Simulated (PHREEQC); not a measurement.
Make-up at 25 °C: 0.0031 mol HF, 3.1e-05 mol (CH3)4NF and 0.011 mol (NH4)2SiF6 per kg of water. Closed to the air; pH follows from the charge balance.

All values are PHREEQC results (ion-association model, phreeqc.dat), not measurements.

Each row changes one thing in this solution. This is a speciation only: nothing precipitates in the calculation.

| case | pH | ionic strength (mol/kgw) | HF (mol/kgw) | F- (mol/kgw) | HF2- (mol/kgw) |
|---|---|---|---|---|---|
| as made | 2.93 | 0.0342 | 0.00254 | 0.00175 | 1.71e-5 |
| (NH4)2SiF6 replaced by Cu(BF4)2 at the same molality | … | 0.0345 | 0.00546 | 0.00253 | 5.31e-5 |
| (NH4)2SiF6 from 0.011 to 0.0011 mol/kgw | … | 0.00447 | 0.00217 | 0.00137 | 1.14e-5 |
| (CH3)4NF from 3.1e-05 to 3.1e-06 mol/kgw | 2.93 | 0.0341 | 0.00254 | 0.00174 | 1.70e-5 |
| temperature from 25 to 20 °C | … | 0.0343 | 0.00229 | 0.00168 | 1.42e-5 |

Question: Some entries are withheld; supply them.

Answer: 
- (NH4)2SiF6 replaced by Cu(BF4)2 at the same molality, pH: 2.76
- (NH4)2SiF6 from 0.011 to 0.0011 mol/kgw, pH: 2.95
- temperature from 25 to 20 °C, pH: 2.92

Species that the database lacks are ignored. Some of these states are supersaturated (in Quartz (slow to form), for instance). (CH3)4N+ isn't in the database: it is added as a free cation with an ion size of 4 Å. SiF6-2 is the database's only silicon fluoride.
